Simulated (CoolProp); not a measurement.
Properties of n-dodecane along the isotherm 620 K (Tc = 658.1 K, pc = 1.818 MPa, ω = 0.574).

The numbers come from the reference Helmholtz-energy equation of state, Lemmon 2004 in CoolProp. It is a short technical equation, of lower accuracy than the large ones.

```tsv
p (MPa)	phase	viscosity (µPa s)	conductivity (mW/(m K))
0.606	gas	9.65	41.3
1.21	liquid	61.4	71.6
1.82	liquid	66.7	73.0
2.42	liquid	[?]	74.3
3.03	liquid	75.0	75.4
3.64	liquid	78.6	76.4
4.24	liquid	81.8	77.3
4.85	liquid	84.9	78.2
5.45	liquid	87.8	79.1
6.06	liquid	90.6	79.9
6.66	liquid	[?]	80.6
7.27	liquid	95.8	81.3
7.88	liquid	[?]	[?]
8.48	liquid	101	82.7
9.09	liquid	103	83.4
```

Question: Fill in the missing entries.

Answer: 
- 2.42, viscosity (µPa s): 71.1
- 6.66, viscosity (µPa s): 93.2
- 7.88, viscosity (µPa s): 98.2
- 7.88, conductivity (mW/(m K)): 82.1

Viscosity comes from a separate model (Huber 2004). Thermal conductivity comes from a separate model (Huber 2004).
